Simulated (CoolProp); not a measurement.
A simple Rankine cycle with p-xylene: condensing at 330.15 K, boiler at 0.375 MPa, turbine inlet 618.2 K, turbine efficiency 0.6, pump efficiency 0.8, no recuperator. Each further row changes one setting.

Computed with CoolProp (reference Helmholtz-energy equation of state, Zhou 2012).

```
case                             thermal efficiency (%)  net work (kJ/kg)  heat in (kJ/kg)  turbine exit temperature (K)  volume ratio over the turbine
-------------------------------  ----------------------  ----------------  ---------------  ----------------------------  -----------------------------
as stated                                          12.2               109              898                         564.7                           59.4
condensing temperature 322.15 K                    13.0               119              912                         560.3                           85.5
boiler pressure 0.262 MPa                          11.2               101              900                         569.7                           41.3
turbine efficiency 0.5                             10.2              91.1              898                         573.4                           60.3
```
